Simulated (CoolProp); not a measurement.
cis-2-butene along the isobar 5620 kPa: density (kg/m³) from the reference equation and from simpler models built on Tc = 435.8 K, pc = 4236 kPa, ω = 0.202; each cubic takes its own stable root.

Computed with CoolProp (reference Helmholtz-energy equation of state, Lemmon 2005). It is a short technical equation, of lower accuracy than the large ones.

| T (K) | phase | reference |
|---|---|---|
| 432.4 | liquid | 401.4 |
| 443.9 | supercritical | 349.5 |
| 455.5 | supercritical | 243.5 |
| 467.1 | supercritical | 169.0 |
| 478.7 | supercritical | 140.8 |
| 490.3 | supercritical | 124.7 |
| 501.8 | supercritical | 113.8 |
| 513.4 | supercritical | 105.5 |
| 525 | supercritical | 98.91 |

Q: How far does each simpler model (van der Waals, Redlich-Kwong, Peng-Robinson) lie from the reference over these 9 states: mean and median of the absolute difference, and the worst?

A: 
- van der Waals: mean 12.5 %, median 7.5 %, worst -31.5 % at 432.4 K and 5620 kPa
- Redlich-Kwong: mean 5.7 %, median 2.3 %, worst -16.6 % at 432.4 K and 5620 kPa
- Peng-Robinson: mean 3.3 %, median 1.2 %, worst -10.3 % at 443.9 K and 5620 kPa
